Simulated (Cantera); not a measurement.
Thermodynamics of silicon nitride deposition, feed trisilylamine + NH₃ + H₂

A closed system holds: 1 mol trisilylamine, 2.1 mol NH₃, 0.61 mol H₂, held at 10000 Pa.

Method: chemical equilibrium by Gibbs-energy minimisation in Cantera with the NASA 1993 tables (ideal gas, pure condensed phases). Candidate condensed phases: Si, Si₃N₄; 18 gas species. The feed counts by its element totals alone. Mutual solubility and eutectic melting of coexisting phases are not modelled. Gases not in the tables: Si₂H₆ and higher silanes. Equilibrium is a limit: real reactors are often held back by kinetics, nucleation or transport.

```csv
T (K),x H₂,x N₂,x H,x Si,n Si(s),n Si₃N₄(s),n Si(l)
850,1.00,<1e-12,6.48e-11,<1e-12,0.675,0.775,0
950,1.00,1.54e-11,1.76e-9,<1e-12,0.675,0.775,0
1050,1.00,1.38e-9,2.56e-8,<1e-12,0.675,0.775,0
1150,1.00,5.64e-8,2.36e-7,1.98e-12,0.675,0.775,0
1250,1.000,1.26e-6,1.53e-6,8.31e-11,0.675,0.775,0
1350,1.000,1.77e-5,7.54e-6,1.99e-9,0.675,0.775,0
1450,1.000,0.000171,2.99e-5,3.08e-8,0.677,0.774,0
1550,0.999,0.00123,9.95e-5,3.32e-7,0.690,0.770,0
1650,0.993,0.00690,0.000286,2.68e-6,0.761,0.746,0
1750,0.961,0.0380,0.000721,1.50e-5,0,0.612,1.16
1850,0.840,0.158,0.00156,6.45e-5,0,0,3.00
1950,0.839,0.158,0.00332,0.000238,0,0,3.00
```
x: gas mole fraction; n: condensed amount in mol.

From 850 K to 1650 K the condensed part is Si(s) + Si₃N₄(s). At 1750 K the condensed part is Si(l) + Si₃N₄(s). From 1850 K to 1950 K the condensed part is Si(l). The main Si-bearing gas is SiH₄ at 850 K and Si at 1950 K.
